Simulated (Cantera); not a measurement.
A perfectly stirred reactor is fed with N2O : O2 = 1 : 0.26 (molar parts), at 0.850 bar; it is held at 1475 K, and followed from long to short residence time.

Computed with Cantera and GRI-Mech 3.0 (53 species, 325 reactions). GRI-Mech 3.0 was tuned for natural gas; its chemistry of N2O as a main component is partial and can be far from experiment. The temperature is held fixed by assumption; the heat of reaction is taken as removed at once.

Question: What does this change do: temperature 1475 to 1600 K?

Answer: 
```csv
quantity,before,after
x(N2O) at τ = 21.0 s,0.00145,0.000349
x(O2) at τ = 21.0 s,0.420,0.419
x(NO) at τ = 21.0 s,0.0217,0.0243
x(NO2) at τ = 21.0 s,0.000148,0.000126
x(N2) at τ = 21.0 s,0.556,0.556
x(N2O) at τ = 91.0 ms,0.172,0.0545
x(O2) at τ = 91.0 ms,0.341,0.364
x(NO) at τ = 91.0 ms,0.0832,0.104
x(NO2) at τ = 91.0 ms,0.000493,0.000504
x(N2) at τ = 91.0 ms,0.404,0.477
```

Question: What does this change do: 0.077 parts H2O added?

Answer: 
```json
[
 {"quantity": "x(N2O) at τ = 21.0 s", "before": "0.00145", "after": "0.00113"},
 {"quantity": "x(O2) at τ = 21.0 s", "before": "0.420", "after": "0.405"},
 {"quantity": "x(NO) at τ = 21.0 s", "before": "0.0217", "after": "0.0163"},
 {"quantity": "x(NO2) at τ = 21.0 s", "before": "0.000148", "after": "0.000114"},
 {"quantity": "x(N2) at τ = 21.0 s", "before": "0.556", "after": "0.535"},
 {"quantity": "x(N2O) at τ = 91.0 ms", "before": "0.172", "after": "0.140"},
 {"quantity": "x(O2) at τ = 91.0 ms", "before": "0.341", "after": "0.340"},
 {"quantity": "x(NO) at τ = 91.0 ms", "before": "0.0832", "after": "0.0653"},
 {"quantity": "x(NO2) at τ = 91.0 ms", "before": "0.000493", "after": "0.000623"},
 {"quantity": "x(N2) at τ = 91.0 ms", "before": "0.404", "after": "0.410"}
]
```
